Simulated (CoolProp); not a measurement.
A single-stage vapour-compression cycle with the fluid: evaporating at 274.15 K (dew point), condensing at 339.15 K (bubble point), superheat 8 K, subcooling 8 K, compressor efficiency 0.8, no pressure losses. The same conditions are run with several fluids, on thermodynamics alone (safety and materials aside).

Computed with CoolProp (reference Helmholtz-energy equation of state of each fluid (chloromethane (R40): Thol 2014; n-butane: Bücker 2006; R134a: Tillner-Roth 1994; R123: Younglove 1994; R21: Platzer 1990)). The equations of Platzer and Polt are older, rougher fits.

| fluid | cooling COP | pressure ratio | discharge temperature (K) | refrigerating effect (kJ/kg) | volumetric capacity (kJ/m³) |
|---|---|---|---|---|---|
| chloromethane (R40) | 2.70 | 6.08 | 425.2 | 315 | 1940 |
| n-butane | 2.63 | 6.88 | 348.0 | 256 | 708 |
| R134a | 2.43 | 6.37 | 360.8 | 122 | 1760 |
| R123 | 2.76 | 9.90 | 355.4 | 128 | 290 |
| R21 | 2.82 | 8.24 | 396.0 | 188 | 626 |
